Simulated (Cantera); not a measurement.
**Premixed flame**

A freely propagating, adiabatic, planar premixed flame of 12.0 % CH4, 18.5 % O2, 69.5 % N2, equivalence ratio 1.3, unburnt at 300 K and 510 Torr; mixture-averaged transport, grid criteria slope 0.08 and curve 0.16, no radiation.

Computed with Cantera and GRI-Mech 3.0 (53 species, 325 reactions). Burning velocities carry a grid error of a few per cent, more on coarse grids.

```csv
z (mm),T (K),u (m/s),x CH4,x O2,x NO,x HCO,x C2H6,x OH
-2.33,300,0.292,0.120,0.185,<1e-8,<1e-8,<1e-8,<1e-8
-1.56,302,0.295,0.119,0.184,<1e-8,<1e-8,3.15e-7,<1e-8
-1.17,315,0.309,0.118,0.183,2.20e-8,<1e-8,3.48e-6,<1e-8
-0.778,434,0.431,0.109,0.174,4.16e-7,<1e-8,9.21e-5,2.33e-7
-0.389,978,0.994,0.0717,0.127,6.28e-6,3.07e-7,0.00116,1.11e-5
-0.194,1404,1.44,0.0385,0.0817,1.30e-5,7.71e-6,0.00140,0.000118
0,1767,1.84,0.00973,0.0346,2.31e-5,2.71e-5,0.000182,0.000851
0.194,1922,2.00,0.000987,0.0100,3.81e-5,1.24e-5,2.25e-6,0.00217
0.389,1959,2.03,7.28e-5,0.00291,5.17e-5,1.70e-6,1.61e-8,0.00278
0.778,1978,2.04,6.25e-7,0.000723,6.53e-5,1.08e-7,<1e-8,0.00276
1.56,1995,2.06,<1e-8,0.000424,7.30e-5,7.38e-8,<1e-8,0.00239
3.11,2014,2.08,<1e-8,0.000252,7.58e-5,5.62e-8,<1e-8,0.00189
6.22,2032,2.09,<1e-8,0.000115,7.69e-5,3.77e-8,<1e-8,0.00130
```
x: mole fraction of selected species; z is measured from the peak of heat release.

```
Quantity                      Value
------------------------  ---------
laminar burning velocity  29.2 cm/s
thermal thickness          0.778 mm
peak x(HCO)                 2.73e-5
peak x(C2H6)                0.00155
peak x(OH)                  0.00284
grid points                     155
```
